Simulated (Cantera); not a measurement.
A perfectly stirred reactor is fed with N2O : N2 = 1 : 0.82 (molar parts), at 0.0133 bar; it is held at 1400 K, and followed from long to short residence time.

Detailed kinetics in Cantera: GRI-Mech 3.0 (53 species, 325 reactions). GRI-Mech 3.0 was tuned for natural gas; its chemistry of N2O as a main component is partial and can be far from experiment. Radical loss at walls, strong at low pressure, is not modelled. The temperature is held fixed by assumption; the heat of reaction is taken as removed at once.

x: mole fraction; the columns are a selection and need not sum to one.

```json
[
 {"τ (s)": "4.2", "x N2O": "0.259", "x O": "2.55e-5", "x N2": "0.605", "x NO": "0.0448", "x NO2": "6.90e-6", "x O2": "0.0915"},
 {"τ (s)": "0.84", "x N2O": "0.449", "x O": "2.56e-5", "x N2": "0.504", "x NO": "0.0156", "x NO2": "1.73e-6", "x O2": "0.0317"},
 {"τ (s)": "0.17", "x N2O": "0.526", "x O": "2.55e-5", "x N2": "0.463", "x NO": "?", "x NO2": "?", "x O2": "?"},
 {"τ (s)": "0.034", "x N2O": "0.545", "x O": "2.53e-5", "x N2": "0.453", "x NO": "0.000756", "x NO2": "2.34e-8", "x O2": "0.00154"},
 {"τ (s)": "0.0069", "x N2O": "0.548", "x O": "2.40e-5", "x N2": "0.451", "x NO": "?", "x NO2": "?", "x O2": "?"},
 {"τ (s)": "0.0014", "x N2O": "0.549", "x O": "1.94e-5", "x N2": "0.451", "x NO": "2.41e-5", "x NO2": "3.30e-11", "x O2": "4.92e-5"},
 {"τ (s)": "0.00028", "x N2O": "0.549", "x O": "9.90e-6", "x N2": "0.451", "x NO": "2.46e-6", "x NO2": "<1e-12", "x O2": "5.01e-6"}
]
```

Question: Some entries are withheld; supply them.

Answer: 
- 0.17, x NO: 0.00368
- 0.17, x NO2: 2.70e-7
- 0.17, x O2: 0.00751
- 0.0069, x NO: 0.000147
- 0.0069, x NO2: 1.15e-9
- 0.0069, x O2: 0.000300
